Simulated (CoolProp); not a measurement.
Computed with CoolProp (reference Helmholtz-energy equation of state, Lemmon 2006). It is a short technical equation, of lower accuracy than the large ones.

**Question.** For isopentane, give the phase and the cp (kJ/(kg K)), cv (kJ/(kg K)), speed of sound (m/s), conductivity (mW/(m K)) at 431.7 K and 0.101 MPa; 454.5 K and 0.101 MPa.

**Answer.** 
- 431.7 K and 0.101 MPa: gas; cp 2.27, cv 2.15, speed of sound 226, conductivity 31.5
- 454.5 K and 0.101 MPa: gas; cp 2.36, cv 2.24, speed of sound 232, conductivity 35.0

Thermal conductivity comes from a separate model (Vassiliou 2015).
